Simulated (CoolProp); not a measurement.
Vapour pressure (kPa) of tetrahydrofuran: the reference equation beside estimates from Tc = 267.0 °C, pc = 5304 kPa, ω = 0.234. Clausius-Clapeyron is anchored at 75.15 °C with a constant enthalpy of vaporisation of 29.52 kJ/mol.

Computed with CoolProp (reference Helmholtz-energy equation of state, Fiedler 2023).

| T (°C) | reference | Clausius-Clapeyron | Redlich-Kwong |
|---|---|---|---|
| 71.15 | 119.7 | 120.3 | 199.3 |
| 73.15 | 127.3 | 127.7 | 210.7 |
| 75.15 | 135.4 | 135.4 | 222.5 |
| 77.15 | 143.8 | 143.5 | 234.9 |
| 79.05 | 152.2 | 151.6 | 247.0 |
| 81.05 | 161.5 | 160.4 | 260.4 |
| 83.05 | 171.2 | 169.7 | 274.2 |
| 85.05 | 181.3 | 179.5 | 288.6 |
| 87.05 | 191.9 | 189.6 | 303.5 |
| 89.05 | 202.9 | 200.2 | 319.0 |
| 90.95 | 213.9 | 210.7 | 334.2 |
| 92.95 | 225.9 | 222.2 | 350.8 |
| 94.95 | 238.4 | 234.3 | 368.0 |
| 96.95 | 251.5 | 246.8 | 385.9 |
| 98.95 | 265.0 | 259.9 | 404.3 |

Absolute difference from the reference over all 15 rows, mean and median: Clausius-Clapeyron 1.0 and 1.0 %, Redlich-Kwong 59.3 and 59.2 %.
